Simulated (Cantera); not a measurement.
A Cantera script and what it prints.

```python
import numpy as np
import cantera as ct

gas_names = """
    Fe H H2 H2S S SH S2 S8
""".split()
cond_names = """
    Fe(a) Fe(c) Fe(d) Fe(L) FeS(a) FeS(b) FeS(c) FeS(L) FeS2(s) S(cr1) S(cr2) S(L)
""".split()


def load(file, names, dense=False):
    # The tables refer to 1 bar. Condensed volumes are neglected.
    table = {s.name: s for s in ct.Species.list_from_file(file)}
    out = []
    for n in names:
        d = dict(table[n].input_data)
        d["thermo"] = dict(d["thermo"], **{"reference-pressure": 1e5})
        if dense:
            d["equation-of-state"] = {"model": "constant-volume", "density": "1e6 g/cm^3"}
        out.append(ct.Species.from_dict(d))
    return out


gas = ct.Solution(thermo="ideal-gas", species=load("nasa_gas.yaml", gas_names))
cond = {s.name: ct.Solution(thermo="fixed-stoichiometry", species=[s], name=s.name)
        for s in load("nasa_condensed.yaml", cond_names, dense=True)}
atoms = {
    'FeS': {'Fe': 1, 'S': 1},
    'H2': {'H': 2},
}
top_T = {'FeS2(s)': 1010}  # K; cautious upper limits of use, not melting points


def equilibrate(T, P, feed):
    n = {}
    for name, mol in feed.items():
        for a, k in atoms[name].items():
            n[a] = n.get(a, 0.0) + k * mol
    gas.TPX = T, P, n
    mass = sum(n.values()) * gas.mean_molecular_weight
    gas.equilibrate("TP")
    valid = [c for c in cond.values() if c.min_temp <= T <= top_T.get(c.name, c.max_temp)]
    mix = ct.Mixture([(gas, mass / gas.mean_molecular_weight)] + [(c, 0.0) for c in valid])
    mix.T, mix.P = T, P
    mix.equilibrate("TP", solver="vcs", rtol=1e-11, max_steps=5000)
    return mix


results = []
feed = {'FeS': 1, 'H2': 1200}  # mol
P = 150000  # Pa
for T in [823, 873, 923, 973, 1023, 1073, 1123, 1173, 1223]:
    mix = equilibrate(T, P, feed)
    results.append((T, P, feed, dict(zip(mix.species_names, mix.species_moles))))

top = {s: max(r[3][s] / sum(r[3][g] for g in gas_names) for r in results) for s in gas_names}
cols = sorted((s for s in top if top[s] > 1e-06), key=lambda s: -top[s])[:6]
seen = [c for c in cond_names if any(r[3].get(c, 0) > 1e-12 for r in results)]
print("log10 of partial pressures in bar; condensed amounts in mol")
print(f"{'T/K':>10s}" + "".join(f"{s[:9]:>10s}" for s in cols + seen))
for T, P, feed, n in results:
    ng = sum(n[g] for g in gas_names)
    print(f"{T:10.4g}" + "".join(f"{np.log10(max(n[s] / ng * P / 1e5, 1e-99)):10.3f}" for s in cols)
          + "".join(f"{n.get(c, 0):10.4g}" for c in seen))
```

It prints:

```
log10 of partial pressures in bar; condensed amounts in mol
       T/K        H2       H2S     Fe(a)     Fe(c)    FeS(c)
       823     0.176    -3.517    0.2432         0    0.7568
       873     0.176    -3.279    0.4207         0    0.5793
       923     0.176    -3.068    0.6848         0    0.3152
       973     0.176    -2.903         1         0         0
      1023     0.176    -2.903         1         0         0
      1073     0.176    -2.903         1         0         0
      1123     0.176    -2.903         1         0         0
      1173     0.176    -2.903         1         0         0
      1223     0.176    -2.903         0         1         0
```

Equilibrium computed with Cantera from the NASA thermochemical tables; the gas is ideal and each condensed phase is pure. FeS: taken at fixed stoichiometry.
